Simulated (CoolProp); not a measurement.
Vapour pressure (bar) of R365MFC: the reference equation beside estimates from Tc = 460.0 K, pc = 32.66 bar, ω = 0.377. Clausius-Clapeyron is anchored at 306.8 K with a constant enthalpy of vaporisation of 28.33 kJ/mol.

Computed with CoolProp (reference Helmholtz-energy equation of state, Lemmon 2016).

| T (K) | reference | Lee-Kesler | Clausius-Clapeyron | van der Waals | Soave-Redlich-Kwong | Peng-Robinson |
|---|---|---|---|---|---|---|
| 295 | 0.4989 | 0.4894 | 0.5106 | 4.124 | 0.4908 | 0.4984 |
| 297.9 | 0.5619 | 0.5526 | 0.5713 | 4.349 | 0.5538 | 0.5613 |
| 300.9 | 0.6337 | 0.6247 | 0.6403 | 4.591 | 0.6257 | 0.6328 |
| 303.9 | 0.7126 | 0.7042 | 0.7161 | 4.842 | 0.7049 | … |
| 306.8 | 0.7961 | 0.7884 | 0.7961 | 5.092 | 0.7889 | 0.7950 |
| 309.8 | 0.8905 | 0.8838 | 0.8865 | 5.361 | 0.8840 | 0.8893 |
| 312.7 | 0.9900 | 0.9845 | 0.9817 | 5.629 | 0.9844 | 0.9887 |
| 315.7 | 1.102 | 1.098 | 1.089 | 5.915 | 1.098 | 1.101 |
| 318.6 | 1.220 | 1.217 | 1.201 | 6.201 | 1.216 | 1.218 |
| 321.6 | 1.351 | 1.351 | 1.327 | 6.506 | 1.350 | 1.350 |
| 324.5 | 1.489 | 1.491 | 1.459 | 6.810 | 1.490 | 1.488 |
| 327.5 | 1.643 | 1.647 | 1.606 | 7.134 | 1.646 | … |
| 330.4 | 1.803 | … | … | 7.457 | 1.809 | 1.803 |

Task: Complete the blanks.

Result: 
- 303.9, Peng-Robinson: 0.7116
- 327.5, Peng-Robinson: 1.642
- 330.4, Lee-Kesler: 1.810
- 330.4, Clausius-Clapeyron: 1.760

Absolute difference from the reference over all 13 rows, mean and median: Lee-Kesler 0.8 and 0.6 %, Clausius-Clapeyron 1.4 and 1.6 %, van der Waals 488.2 and 468.6 %, Soave-Redlich-Kwong 0.7 and 0.6 %, Peng-Robinson 0.1 and 0.1 %.
